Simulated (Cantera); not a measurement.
Input (Python, Cantera) and output of one run.

```python
import numpy as np
import cantera as ct

gas_names = """
    H H2 Si SiH SiH2 SiH3 SiH4 Si2 Si3
""".split()
cond_names = """
    Si(cr) Si(L)
""".split()


# ... load() reads the species with a 1 bar reference pressure and builds the phases ...
atoms = {
    'Si': {'Si': 1},
    'H2': {'H': 2},
}
top_T = {}  # K; cautious upper limits of use, not melting points


# ... equilibrate(T, P, feed) seeds the gas with the atoms and calls Mixture.equilibrate('TP', solver="vcs", rtol=1e-11, max_steps=5000) ...
results = []
feed = {'Si': 1, 'H2': 0.73}  # mol
T = 1425  # K
P = 1600000  # Pa
mix = equilibrate(T, P, feed)
results.append((T, P, feed, dict(zip(mix.species_names, mix.species_moles))))
x = sorted(zip(gas.X, gas.species_names), reverse=True)
print(f"T = {T:g} K  P = {P:g} Pa  gas = {mix.phase_moles(0):.4g} mol")
print("   x: " + "  ".join(f"{s} {v:.3e}" for v, s in x if v > 0.0001))
print("   condensed (mol): " + ("  ".join(f"{mix.phase(i).name} {mix.phase_moles(i):.4g}"
      for i in range(1, mix.n_phases) if mix.phase_moles(i) > 1e-12) or "none"))
```

Result:

```
T = 1425 K  P = 1.6e+06 Pa  gas = 0.73 mol
   x: H2 1.000e+00
   condensed (mol): Si(cr) 1
```

Cantera equilibrium calculation (NASA polynomials, part measured and part estimated; ideal gas, pure solids and liquids). Gases not in the tables: Si2H6 and higher silanes.
